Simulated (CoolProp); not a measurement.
Ethanol along the isotherm 318.05 °C: fugacity coefficient from the reference equation and from simpler models built on Tc = 241.6 °C, pc = 6268 kPa, ω = 0.644; each cubic takes its own stable root.

Computed with CoolProp (reference Helmholtz-energy equation of state, Schroeder 2014).

```tsv
p (kPa)	phase	reference	van der Waals	Redlich-Kwong	Soave-Redlich-Kwong	Peng-Robinson
1740	gas	0.9580	0.9419	0.9381	0.9494	0.9408
3480	gas	0.9165	0.8844	0.8782	0.9007	0.8849
5220	gas	0.8752	0.8274	0.8203	0.8540	0.8322
6960	supercritical	0.8338	0.7702	0.7642	0.8095	0.7828
8710	supercritical	0.7917	0.7122	0.7097	0.7671	0.7365
10400	supercritical	0.7507	0.6571	0.6599	0.7288	0.6955
12200	supercritical	0.7070	0.6061	0.6119	0.6916	0.6560
13900	supercritical	0.6671	0.5677	0.5733	0.6602	0.6231
15700	supercritical	0.6285	0.5356	0.5395	0.6312	0.5928
```
